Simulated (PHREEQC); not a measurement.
Dissolve 0.0097 mol/kgw HF, 0.0033 mol/kgw NH4HF2, 0.03 mol/kgw (NH4)2SiF6 and 0.0065 mol/kgw H3PO4 at 25 °C. Closed to the air; pH follows from the charge balance.

The numbers come from PHREEQC with the ion-association model, phreeqc.dat.

This is a speciation only: nothing precipitates in the calculation.

Q: Order these F species by the share of F that they hold, largest first: HF2-, HF, F-, SiF6-2.

A: SiF6-2 (92 %), HF (6.6 %), F- (1.6 %), HF2- (0.16 %)

The pH is 2.43 and the ionic strength 0.0978 mol/kgw. Species that the database lacks are ignored. SiF6-2 is the database's only silicon fluoride.
